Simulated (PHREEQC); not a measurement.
# Acid mine or pickling water

A made-up water analysis in mg/kgw, 25 °C, pH 3.89, pe 12.4: Na 1760; K 26.2; Ca 205; Mg 9.52; Cl 473; S(6) as SO4 3560; O(0) (dissolved oxygen) 0.739; Al 0.56; Fe(3) 3.03.

Valence states are taken as typed.

All values are PHREEQC results (ion-association model, phreeqc.dat), not measurements.

```json
{
 "ionic_strength": "0.113 mol/kgw",
 "specific_conductance": "7610 µS/cm",
 "density": "1.002 g/cm³",
 "total_alkalinity": "-0.394 meq/kg",
 "charge_balance_error": "0.8 %"
}
```

```csv
species,molality,activity,log γ
Na+,0.0726,0.0565,-0.109
SO4-2,0.0305,0.0109,-0.446
Cl-,0.0133,0.0101,-0.120
NaSO4-,0.00396,0.00309,-0.107
Ca+2,0.00298,0.00113,-0.423
CaSO4,0.00213,0.00219,0.011
K+,0.000624,0.000471,-0.122
Mg+2,0.000197,7.79e-5,-0.404
MgSO4,0.000194,0.000199,0.011
HSO4-,0.000177,0.000137,-0.111
H+,0.000157,0.000129,-0.086
KSO4-,4.63e-5,3.61e-5,-0.107
O2,2.31e-5,2.37e-5,0.011
Fe(OH)2+,1.78e-5,1.39e-5,-0.107
FeSO4+,1.67e-5,1.29e-5,-0.110
FeOH+2,1.49e-5,5.41e-6,-0.442
```

This is a speciation only: nothing precipitates in the calculation. Examples of supersaturated solids here: Jarosite-K, Hematite (slow to form). Others may be too. Species that the database lacks are ignored.
